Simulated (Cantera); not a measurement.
An isothermal, constant-pressure homogeneous reactor starts with H2 : O2 = 0.025 : 0.77 (molar parts), equivalence ratio 0.016, at 1048 K and 10.00 Torr.

Cantera simulation using the H2/O2 subset of GRI-Mech 3.0, which has no nitrogen chemistry; the numbers are that mechanism's predictions, not measurements. Radical loss at walls, strong at low pressure, is not modelled.

One state of this run: x H2 = 1.68e-5; x O2 = 0.967; x H2O2 = 4.89e-8; x HO2 = 1.18e-6; x OH = 0.000255; x H2O = 0.0318; x H = 3.38e-5. x: mole fraction; the columns are a selection and need not sum to one.

### Question
Which value of t (s) does it belong to?
A. 0.0124
B. 0.000795
C. 0.194
D. 0.764

### Answer
C, 0.194
